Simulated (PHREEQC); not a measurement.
Make-up at 11 °C: 0.0013 mol K2CO3, 0.0025 mol KNO3 and 0.013 mol CuSO4 per kg of water. Closed to the air; pH follows from the charge balance.

The numbers come from PHREEQC with the ion-association model, wateq4f.dat.

The ionic strength comes out as 0.0394 mol/kgw. What activity coefficients do K+, CuOH+, SO4-2, HCO3-, Cu+2 get?

K+ 0.83, CuOH+ 0.83, SO4-2 0.50, HCO3- 0.85, Cu+2 0.52.

This is a speciation only: nothing precipitates in the calculation. Saturation is exceeded, for instance for Malachite, Cu(OH)2; the values hold only as long as no solid forms. Species that the database lacks are ignored. Away from 25 °C the constants follow the database's enthalpies or fits; those with neither stay at their 25 °C values.
